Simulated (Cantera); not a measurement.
**HMDSO + O2 + N2 (silicon oxide and oxynitride deposition)**

Charge: 1 mol HMDSO, 0.29 mol O2, 2.8 mol N2, at 13.3 mbar.

Method: chemical equilibrium by Gibbs-energy minimisation in Cantera with the NASA 1993 tables (ideal gas, pure condensed phases). Candidate condensed phases: C, C6H6, C7H8, C8H18, H2O, Si, SiC, SiO2, Si2N2O, Si3N4; 151 gas species. The feed counts by its element totals alone. N2 is the only nitrogen source here; it is nearly inert below about 1500 K, so the nitride shown seldom forms there in practice. Mutual solubility and eutectic melting of coexisting phases are not modelled. The numbers say what is thermodynamically allowed, not how fast it happens.

```csv
T (°C),x H2,x N2,x CO,x CH4,n C(graphite),n SiO2(α-quartz),n Si2N2O(s),n SiO2(β-quartz),n SiC(s)
552,0.809,0.183,4.02e-5,0.00790,5.91,0.386,0.807,0,0
702,0.816,0.181,0.00220,0.00112,5.96,0,0.815,0.370,0
852,0.797,0.163,0.0395,0.000244,5.55,0,0.955,0.0894,0
1002,0.791,0.158,0.0510,7.73e-5,5.42,0,1.000,0,0
1152,0.791,0.158,0.0510,3.14e-5,5.42,0,1.000,0,0
1302,0.672,0.209,0.118,1.10e-5,2.42,0,0,0,2.00
1452,0.671,0.208,0.117,5.99e-6,2.41,0,0,0,1.99
```
x: gas mole fraction; n: condensed amount in mol.

At 552 °C the condensed part is C(graphite) + SiO2(α-quartz) + Si2N2O(s). From 702 °C to 852 °C the condensed part is C(graphite) + SiO2(β-quartz) + Si2N2O(s). From 1002 °C to 1152 °C the condensed part is C(graphite) + Si2N2O(s). From 1302 °C to 1452 °C the condensed part is C(graphite) + SiC(s).
